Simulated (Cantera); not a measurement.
A freely propagating, adiabatic, planar premixed flame of CH4 : O2 : N2 : CO2 = 1 : 2.2 : 8.26 : 1.3 (molar parts), unburnt at 300 K and 0.133 bar; mixture-averaged transport, grid criteria slope 0.08 and curve 0.16, no radiation.

Cantera simulation using GRI-Mech 3.0 (53 species, 325 reactions); the numbers are that mechanism's predictions, not measurements. Burning velocities carry a grid error of a few per cent, more on coarse grids.

What does this change do: inlet temperature 300 to 448 K?


| quantity | before | after |
|---|---|---|
| laminar burning velocity | 31.6 cm/s | 62.8 cm/s |
| thermal thickness | 3.58 mm | 3.10 mm |
| peak x(HCO) | 2.79e-5 | 3.79e-5 |
